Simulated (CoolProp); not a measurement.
A closed Brayton cycle with carbon dioxide: compressor inlet 327.15 K and 8.9 MPa, high pressure 20.9 MPa, turbine inlet 635 K, compressor efficiency 0.85, turbine efficiency 0.85, recuperator effectiveness 0.95 (on enthalpy, no pinch check). Each further row changes one setting.

Values from CoolProp's reference Helmholtz-energy equation of state, Span 1996.

| case | thermal efficiency (%) | net work (kJ/kg) | compressor to turbine work | compressor exit (K) | turbine exit (K) |
|---|---|---|---|---|---|
| as stated | 22.9 | 36.8 | 0.53 | 396.1 | 550.0 |
| turbine inlet 585 K | 19.1 | 28.6 | 0.59 | 396.1 | 502.9 |
| compressor inlet 337.15 K | 20.6 | 30.9 | 0.61 | 412.2 | 550.0 |
| high pressure 17.8 MPa | 23.0 | 32.3 | 0.50 | 382.8 | 565.8 |
| recuperator effectiveness 0.5 | 15.2 | 36.8 | 0.53 | 396.1 | 550.0 |
